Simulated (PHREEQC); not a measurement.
A solution holds 0.035 mol Li2SO4 and 8e-05 mol CO2 per kg of water, at 25 °C. Closed to the air; pH follows from the charge balance.

Model: ion-association model, phreeqc.dat, run in PHREEQC.

This is a speciation only: nothing precipitates in the calculation.

**Question.** What pH, density does the model give?

**Answer.** pH 5.41; density 1.000 g/cm³.

**Question.** In which forms is S present?

**Answer.** SO4-2 90 %, LiSO4- 10.0 % of the S.
